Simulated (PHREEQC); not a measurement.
KOH is added in steps, without added water, to 1 kg of water holding 0.0027 mol SrCl2, 0.21 mol NaHCO3 and 0.0036 mol KCl, at 20 °C. Oxygen is held at 0.21 atm. The system is closed to CO2. The run lets Strontianite, Halite, Nahcolite, Natron precipitate or redissolve, and no other solid.

Base run: PHREEQC, ion-association model, wateq4f.dat. Each further column changes one thing. The table gives Sr in solution (mol/kgw).

| KOH added (mol) | base | all activity coefficients set to 1 | Debye-Hückel limiting law | Davies equation for every ion |
|---|---|---|---|---|
| 0 | 7.99e-6 | 3.05e-6 | 2.44e-5 | 8.13e-6 |
| 0.021 | 1.25e-6 | 6.23e-7 | 4.59e-6 | 1.24e-6 |
| 0.0315 | 9.05e-7 | 4.96e-7 | 3.45e-6 | 8.89e-7 |
| 0.0525 | 6.42e-7 | 3.99e-7 | 2.66e-6 | 6.19e-7 |
| 0.063 | 5.79e-7 | 3.76e-7 | 2.52e-6 | 5.53e-7 |
| 0.084 | 5.00e-7 | 3.48e-7 | 2.43e-6 | 4.70e-7 |
| 0.0945 | 4.74e-7 | 3.39e-7 | 2.45e-6 | 4.42e-7 |
| 0.1155 | 4.37e-7 | 3.26e-7 | 2.57e-6 | 4.01e-7 |
| 0.126 | 4.23e-7 | 3.21e-7 | 2.66e-6 | 3.86e-7 |
| 0.147 | 4.01e-7 | 3.14e-7 | 2.90e-6 | 3.61e-7 |
| 0.1575 | 3.92e-7 | 3.11e-7 | 3.05e-6 | 3.51e-7 |
| 0.1785 | 3.77e-7 | 3.07e-7 | 3.41e-6 | 3.34e-7 |
| 0.189 | 3.71e-7 | 3.05e-7 | 3.62e-6 | 3.27e-7 |
| 0.21 | 3.62e-7 | 3.03e-7 | 4.10e-6 | 3.16e-7 |
